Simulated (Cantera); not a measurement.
Feed: 1 mol Si, 2.4 mol Br2, a varied amount of H2, equilibrated at 73.0 mbar.

Equilibrium computed with Cantera from the NASA thermochemical tables; the gas is ideal and each condensed phase is pure. Candidate condensed phases: Br2, Si; 19 gas species. The tables' values for SiBr3 are old estimates. Kinetics and transport are ignored.

Stable condensed phases, one row left out:

```
T in K \ n(H2) in mol
         4.8 6.3 7.7 9.2  11  12  14  15  16  18  19  21  22
   1623    A   A   A   A   A   A   A   A   A   A   A   A   A
   1573    A   A   A   A   A   A   A   A   A   A   A   A   B
   1523    A   A   A   A   A   A   A   A   A   A   A   B   B
   1473    A   A   A   A   A   A   A   A   A   A   A   B   B
   1423    A   A   A   A   A   A   A   A   A   A   B   B   B
   1373    A   A   A   A   A   A   A   A   A   B   B   B   B
   1273    A   A   A   A   A   A   A   B   B   B   B   B   B
   1223    A   A   A   A   A   A   B   B   B   B   B   B   B
   1173    A   A   A   A   A   A   B   B   B   B   B   B   B
   1123    A   A   A   A   A   A   A   B   B   B   B   B   B
   1073    A   A   A   A   A   A   A   A   A   A   B   B   B
```

A: gas only; B: Si.

Problem. Give the row for 1323 K.

Solution. 4.8: gas only; 6.3: gas only; 7.7: gas only; 9.2: gas only; 11: gas only; 12: gas only; 14: gas only; 15: gas only; 16: gas only; 18: Si; 19: Si; 21: Si; 22: Si.
